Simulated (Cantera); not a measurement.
Input (Python, Cantera):

```python
import numpy as np
import cantera as ct

gas = ct.Solution("gri30.yaml")


def delay(T, t_max=10):
    gas.TPX = T, 380000, {'CH4': 1, 'C2H6': 0.11, 'C3H8': 0.086, 'O2': 3.09, 'N2': 11.6, 'H2O': 0.53}
    reactor = ct.IdealGasConstPressureReactor(gas, clone=False)
    net = ct.ReactorNet([reactor])
    net.rtol, net.atol = 1e-8, 1e-16
    while net.time < t_max:
        t_old, T_old = net.time, reactor.T
        net.step()
        if reactor.T > T + 400:  # ignition: a rise of 400 K
            return t_old + (T + 400 - T_old) / (reactor.T - T_old) * (net.time - t_old)
    return np.nan


taus = []
for T in [1100, 1175, 1250, 1325, 1400, 1475, 1550, 1625, 1700]:
    taus.append(delay(T))
    print(f"T0 = {T:6g} K   tau = {taus[-1]:.4e} s")
```

Output:

```
T0 =   1100 K   tau = 7.3974e-03 s
T0 =   1175 K   tau = 2.6280e-03 s
T0 =   1250 K   tau = 1.0102e-03 s
T0 =   1325 K   tau = 4.1182e-04 s
T0 =   1400 K   tau = 1.8003e-04 s
T0 =   1475 K   tau = 8.5456e-05 s
T0 =   1550 K   tau = 4.4267e-05 s
T0 =   1625 K   tau = 2.4960e-05 s
T0 =   1700 K   tau = 1.5208e-05 s
```

Computed with Cantera and GRI-Mech 3.0 (53 species, 325 reactions).
